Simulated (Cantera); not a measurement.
A perfectly stirred reactor is fed with CH₄ : CO₂ : H₂ = 1 : 0.62 : 0.15 (molar parts), at 1.01 bar; it is held at 1300 K, and followed from long to short residence time.

Model: GRI-Mech 3.0 (53 species, 325 reactions), integrated in Cantera. GRI-Mech 3.0 stops at C3 and has no aromatics, soot or wall deposition, so with more carbon than oxygen in the feed, carbon stays in small species such as C2H2 where larger ones or solid carbon would form.

Question: What does this change do: temperature 1300 to 2000 K?

Answer: 
| quantity | before | after |
|---|---|---|
| x(CH₄) at τ = 2.80 s | 0.544 | 0.00315 |
| x(CO₂) at τ = 2.80 s | 0.339 | 0.000393 |
| x(H₂) at τ = 2.80 s | 0.0957 | 0.572 |
| x(C₂H) at τ = 2.80 s | 2.31e-12 | 2.25e-6 |
| x(CH₃) at τ = 2.80 s | 1.24e-5 | 0.000133 |
| x(CH₄) at τ = 23.0 ms | 0.565 | 0.0250 |
| x(CO₂) at τ = 23.0 ms | 0.350 | 0.0165 |
| x(H₂) at τ = 23.0 ms | 0.0848 | 0.477 |
| x(C₂H) at τ = 23.0 ms | <1e-12 | 4.21e-6 |
| x(CH₃) at τ = 23.0 ms | 8.32e-6 | 0.00110 |
